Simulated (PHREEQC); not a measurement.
Dissolve 1.3 mol KOH, 0.0017 mol H3BO3 and 0.00087 mol Na2CO3 per kg of water at 25 °C. Closed to the air; pH follows from the charge balance.

Computed with PHREEQC (ion-association model, phreeqc.dat).

**Question.** The ionic strength comes out as 1.30 mol/kgw. What activity coefficients do H2BO3-, CO3-2, NaCO3-, OH-, Na+ get?

**Answer.** H2BO3- 0.85, CO3-2 0.17, NaCO3- 0.85, OH- 0.56, Na+ 0.75.

Precipitation was switched off in this run. Ionic strength above about 0.7 mol/kgw puts this run outside the model's range. Complexes and solids missing from the database can't appear.
